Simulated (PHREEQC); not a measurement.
## Metal-bearing waste water: speciation

A solution holds 180 mmol/kgw ZnSO4 and 0.095 mmol/kgw MgSO4, at 25 °C. Closed to the air; pH follows from the charge balance.

Equilibrium calculation in PHREEQC: ion-association model, phreeqc.dat.

Each row changes one thing in this solution. Precipitation was switched off in this run.

```
case                                                pH  ionic strength (mol/kgw)  SO4-2 (mol/kgw)  Mg+2 (mol/kgw)  MgSO4 (mol/kgw)  HSO4- (mol/kgw)
------------------------------------------------  ----  ------------------------  ---------------  --------------  ---------------  ---------------
as made                                           5.50                     0.349           0.0593         4.92e-5          4.58e-5          5.95e-6
ZnSO4 from 0.18 to 0.27 mol/kgw                   5.46                         ?           0.0806         4.76e-5          4.74e-5          7.43e-6
temperature from 25 to 30 °C                      5.43                         ?           0.0593         4.66e-5          4.84e-5          7.66e-6
ZnSO4 replaced by (NH4)2SO4 at the same molality  5.34                         ?            0.106         3.73e-5          5.77e-5          1.44e-5
MgSO4 from 9.5e-05 to 8.55e-05 mol/kgw            5.52                     0.349           0.0593         4.43e-5          4.12e-5          5.66e-6
```

### Question
Complete the blanks.

### Answer

- ZnSO4 from 0.18 to 0.27 mol/kgw, ionic strength (mol/kgw): 0.515
- temperature from 25 to 30 °C, ionic strength (mol/kgw): 0.347
- ZnSO4 replaced by (NH4)2SO4 at the same molality, ionic strength (mol/kgw): 0.392
